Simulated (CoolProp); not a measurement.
Values from CoolProp's reference Helmholtz-energy equation of state, Zhou 2012.

Q: For m-xylene, give the phase and the cp (kJ/(kg K)), Joule-Thomson coefficient (K/MPa), viscosity (µPa s), Prandtl number at 620 K and 0.659 bar; 620 K and 3.41 bar.

A: 
- 620 K and 0.659 bar: gas; cp 2.23, Joule-Thomson coefficient 7.24, viscosity 13.3, Prandtl number 0.687
- 620 K and 3.41 bar: gas; cp 2.25, Joule-Thomson coefficient 7.56, viscosity 13.4, Prandtl number 0.702

Viscosity comes from a separate model (Cao 2016). Thermal conductivity comes from a separate model (Mylona 2014).
